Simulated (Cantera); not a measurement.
Charge: 1 mol TiO2, 1.5 mol CH4, 16 mol H2, equilibrated at 3.10 mbar.

Cantera equilibrium calculation (NASA polynomials, part measured and part estimated; ideal gas, pure solids and liquids). Candidate condensed phases: C, C6H6, C7H8, C8H18, H2O, Ti, TiC, TiO, TiO2, Ti2O3, Ti3O5, Ti4O7; 113 gas species. Equilibrium is a limit: real reactors are often held back by kinetics, nucleation or transport. All values below are at 2525 K.

Base state: H2 0.536, H 0.369, CO 0.0569, Ti 0.0192, TiO 0.0187, H2O 9.59e-5, TiO2 6.41e-5, OH 1.41e-5 (mole fractions); condensed: gas only.

Q: What changes in the equilibrium state with this change: TiO2 replaced by Fe2O3?

A: 
```csv
species,before,after
H2,0.536,0.473
H,0.369,0.346
Fe,0,0.0725
H2O,9.59e-5,0.0433
Ti,0.0192,0
TiO,0.0187,0
CO,0.0569,0.0539
FeO,0,0.000356
O2,<1e-9,0.000122
TiO2,6.41e-5,0
O,6.33e-6,0.00324
CO2,1.62e-6,0.000787
```
Further candidate phases: Fe, Fe(CO)5, FeO, Fe(OH)2, Fe(OH)3, Fe2O3, Fe3O4.
